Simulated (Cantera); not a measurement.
An isothermal, constant-pressure homogeneous reactor starts with 0.357 % H₂, 18.8 % O₂, 80.8 % N₂, equivalence ratio 0.0095, at 1150 K and 10.00 Torr.

Cantera simulation using GRI-Mech 3.0 (53 species, 325 reactions); the numbers are that mechanism's predictions, not measurements. Radical loss at walls, strong at low pressure, is not modelled.

Predict: x(H₂) at 100 s; x(O₂) at 100 s; x(O) at 100 s; x(NO) at 100 s.


```json
{
  "x(H₂) at 100 s": "3.89e-9 (gas-phase equilibrium 3.10e-10)",
  "x(O₂) at 100 s": "0.187 (gas-phase equilibrium 0.186)",
  "x(O) at 100 s": "3.87e-7 (gas-phase equilibrium 3.13e-8)",
  "x(NO) at 100 s": "4.22e-8 (gas-phase equilibrium 0.000126)"
}
```
